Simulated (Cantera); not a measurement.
A Cantera script and what it prints.

```python
import numpy as np
import cantera as ct

gas_names = [...]  # 110 gases of nasa_gas.yaml made of C, H, O
cond_names = """
    C(gr) C6H6(L) C7H8(L) C8H18(L),n-octa H2O(s) H2O(L)
""".split()


# ... load() reads the species with a 1 bar reference pressure and builds the phases ...
atoms = {
    'C3H8': {'C': 3, 'H': 8},
    'O2': {'O': 2},
    'H2': {'H': 2},
}
top_T = {'C(gr)': 4500}  # K; cautious upper limits of use, not melting points


# ... equilibrate(T, P, feed) seeds the gas with the atoms and calls Mixture.equilibrate('TP', solver="vcs", rtol=1e-11, max_steps=5000) ...
results = []
feed = {'C3H8': 1, 'O2': 0.063, 'H2': 2.7}  # mol
T = 548.15  # K
P = 1333.22  # Pa
mix = equilibrate(T, P, feed)
results.append((T, P, feed, dict(zip(mix.species_names, mix.species_moles))))
print(gas.report(threshold=1e-06))
for i in range(1, mix.n_phases):
    print(f"{mix.phase(i).name:16s} {mix.phase_moles(i):12.5e} mol")
```

It prints:

```
       temperature   548.15 K
          pressure   1333.2 Pa
           density   0.0033695 kg/m^3
  mean mol. weight   11.518 kg/kmol
   phase of matter   gas

                          1 kg             1 kmol
                     ---------------   ---------------
          enthalpy       -3.9882e+06       -4.5938e+07  J
   internal energy       -4.3839e+06       -5.0496e+07  J
           entropy             20235        2.3308e+05  J/K
    Gibbs function        -1.508e+07        -1.737e+08  J
 heat capacity c_p            3686.6             42464  J/K
 heat capacity c_v            2964.7             34149  J/K

                      mass frac. Y      mole frac. X     chem. pot. / RT
                     ---------------   ---------------   ---------------
               CH4           0.89432            0.6421           -44.266
                CO         6.531e-05        2.6857e-05           -63.406
               CO2        0.00056899        0.00014892           -125.92
                H2          0.057263           0.32717           -21.688
               H2O          0.047786          0.030553           -84.204
     [ +105 minor]         5.223e-07        2.0007e-07

C(gr)             3.79150e-01 mol
H2O(L)            0.00000e+00 mol
```

Cantera equilibrium calculation (NASA polynomials, part measured and part estimated; ideal gas, pure solids and liquids).
